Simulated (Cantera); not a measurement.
Input: 1 mol CCl4, 2.4 mol H2, 0.031 mol CH4, at 2100 K and 0.150 bar.

These are equilibrium values from Cantera (NASA tables, ideal gas, pure condensed phases), not measurements of a reactor. Candidate condensed phases: C, C6H6, C7H8, C8H18; 91 gas species. Kinetics and transport are ignored.

Base state: HCl 0.873, H2 0.109, Cl 0.0156, H 0.00266, C2H2 (acetylene) 0.000157, Cl2 3.25e-5 (mole fractions); condensed: C(graphite).

Q: What changes in the equilibrium state with this change: CCl4 replaced by CH3F?

A: 
```tsv
species	before	after
H2	0.109	0.768
HF	0	0.223
H	0.00266	0.00705
HCl	0.873	0
Cl	0.0156	0
Cl2	3.25e-5	0
CH4	5.88e-7	2.92e-5
C2H2 (acetylene)	0.000157	0.00111
C(graphite), mol	1.03	1.02
```
